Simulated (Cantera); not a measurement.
An adiabatic, constant-volume homogeneous reactor starts with CO : H2 : O2 : N2 = 1 : 0.29 : 0.787 : 2.96 (molar parts), at 1400 K and 22.0 bar. Integrator tolerance rtol = 1e-08.

Model: GRI-Mech 3.0 (53 species, 325 reactions), integrated in Cantera. The hydrogen kinetics of GRI-Mech 3.0 are dated; newer H2 mechanisms differ, most at raised pressure. The pressure lies above the range GRI-Mech 3.0 was tuned for (to about 10 atm). Above 3000 K some thermodynamic fits are extrapolated.

**Question.** What does this change do: initial temperature 1400 to 1700 K?

**Answer.** 
| quantity | before | after |
|---|---|---|
| time of steepest temperature rise | 2.95 µs | 0.669 µs |
| temperature at 3.00 s | 3080 K | 3172 K |
| equilibrium temperature | 3080 K | 3172 K |
| x(CO) at 3.00 s | 0.0535 (gas-phase equilibrium 0.0535) | 0.0679 (gas-phase equilibrium 0.0679) |
| x(H2) at 3.00 s | 0.00232 (gas-phase equilibrium 0.00232) | 0.00301 (gas-phase equilibrium 0.00301) |
| x(O2) at 3.00 s | 0.0433 (gas-phase equilibrium 0.0433) | 0.0472 (gas-phase equilibrium 0.0472) |
| x(NO) at 3.00 s | 0.0215 (gas-phase equilibrium 0.0215) | 0.0248 (gas-phase equilibrium 0.0248) |
| x(H2O) at 3.00 s | 0.0546 (gas-phase equilibrium 0.0546) | 0.0514 (gas-phase equilibrium 0.0514) |
| x(OH) at 3.00 s | 0.0122 (gas-phase equilibrium 0.0122) | 0.0151 (gas-phase equilibrium 0.0151) |

**Question.** What does this change do: initial temperature 1400 to 1375 K?

**Answer.** 
```csv
quantity,before,after
time of steepest temperature rise,2.95 µs,3.76 µs
temperature at 3.00 s,3080 K,3072 K
equilibrium temperature,3080 K,3072 K
x(CO) at 3.00 s,0.0535 (gas-phase equilibrium 0.0535),0.0523 (gas-phase equilibrium 0.0523)
x(H2) at 3.00 s,0.00232 (gas-phase equilibrium 0.00232),0.00227 (gas-phase equilibrium 0.00227)
x(O2) at 3.00 s,0.0433 (gas-phase equilibrium 0.0433),0.0430 (gas-phase equilibrium 0.0430)
x(NO) at 3.00 s,0.0215 (gas-phase equilibrium 0.0215),0.0213 (gas-phase equilibrium 0.0213)
x(H2O) at 3.00 s,0.0546 (gas-phase equilibrium 0.0546),0.0549 (gas-phase equilibrium 0.0549)
x(OH) at 3.00 s,0.0122 (gas-phase equilibrium 0.0122),0.0119 (gas-phase equilibrium 0.0119)
```

**Question.** What does this change do: pressure from 22.0 bar to 10.0 bar?

**Answer.** 
| quantity | before | after |
|---|---|---|
| time of steepest temperature rise | 2.95 µs | 3.99 µs |
| temperature at 3.00 s | 3080 K | 3015 K |
| equilibrium temperature | 3080 K | 3015 K |
| x(CO) at 3.00 s | 0.0535 (gas-phase equilibrium 0.0535) | 0.0593 (gas-phase equilibrium 0.0593) |
| x(H2) at 3.00 s | 0.00232 (gas-phase equilibrium 0.00232) | 0.00267 (gas-phase equilibrium 0.00267) |
| x(O2) at 3.00 s | 0.0433 (gas-phase equilibrium 0.0433) | 0.0461 (gas-phase equilibrium 0.0461) |
| x(NO) at 3.00 s | 0.0215 (gas-phase equilibrium 0.0215) | 0.0206 (gas-phase equilibrium 0.0206) |
| x(H2O) at 3.00 s | 0.0546 (gas-phase equilibrium 0.0546) | 0.0533 (gas-phase equilibrium 0.0533) |
| x(OH) at 3.00 s | 0.0122 (gas-phase equilibrium 0.0122) | 0.0131 (gas-phase equilibrium 0.0131) |
